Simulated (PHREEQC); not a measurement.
# Hard or scaling water: an equilibrium model

Dissolve 0.014 mmol/kgw MgCl2, 0.0027 mmol/kgw NaHCO3 and 0.00054 mmol/kgw NaCl at 25 °C. Closed to the air; pH follows from the charge balance.

The numbers come from PHREEQC with the ion-association model, phreeqc.dat.

| Item | Value |
|---|---|
| pH | 7.40 |
| ionic strength | 4.53e-5 mol/kgw |

```
species  molality  activity   log γ
-------  --------  --------  ------
Cl-       2.85e-5   2.83e-5  -0.003
Mg+2      1.40e-5   1.36e-5  -0.014
Na+       3.24e-6   3.22e-6  -0.003
HCO3-     2.48e-6   2.46e-6  -0.003
OH-       2.56e-7   2.54e-7  -0.003
CO2       2.20e-7   2.20e-7   0.000
```

No solid was allowed to form.
